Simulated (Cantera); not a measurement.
Low-pressure radical oxidation in H2/O2

An isothermal, constant-pressure homogeneous reactor starts with H2 : O2 = 0.21 : 1 (molar parts), at 1425 K and 13.5 Torr.

Computed with Cantera and the H2/O2 subset of GRI-Mech 3.0, which has no nitrogen chemistry. Radical loss at walls, strong at low pressure, is not modelled. The temperature is held fixed by assumption; the heat of reaction is taken as removed at once.

| t (s) | x H2 | x O2 | x H2O2 | x HO2 | x O | x H2O |
|---|---|---|---|---|---|---|
| 6.00e-6 | 0.174 | 0.826 | 1.16e-11 | 3.82e-8 | 6.00e-9 | 1.18e-9 |
| 3.09e-5 | 0.174 | 0.826 | 3.04e-10 | 1.97e-7 | 1.19e-7 | 1.12e-7 |
| 0.000160 | 0.173 | 0.826 | 7.51e-9 | 1.04e-6 | 2.30e-5 | 4.91e-5 |
| 0.000823 | 0.00788 | 0.710 | 2.21e-7 | 6.34e-6 | 0.0854 | 0.136 |
| 0.00425 | 0.00659 | 0.731 | 2.29e-7 | 6.51e-6 | 0.0680 | 0.147 |
| 0.0219 | 0.00241 | 0.783 | 1.95e-7 | 5.58e-6 | 0.0224 | 0.176 |
| 0.113 | 0.000155 | 0.808 | 5.75e-8 | 1.21e-6 | 0.00139 | 0.188 |
| 0.583 | 9.52e-6 | 0.810 | 1.10e-8 | 1.60e-7 | 8.52e-5 | 0.190 |
| 3.01 | 1.38e-6 | 0.810 | 3.38e-9 | 1.41e-7 | 1.24e-5 | 0.190 |
| 15.5 | 1.04e-6 | 0.810 | 3.02e-9 | 1.53e-7 | 9.37e-6 | 0.190 |
| 80.0 | 1.04e-6 | 0.810 | 3.02e-9 | 1.53e-7 | 9.37e-6 | 0.190 |
x: mole fraction; the columns are a selection and need not sum to one.

Equilibrium at this temperature and pressure: H2 1.04e-6, O2 0.810, H2O2 3.02e-9, HO2 1.53e-7, O 9.37e-6, H2O 0.190 (gas phase only).
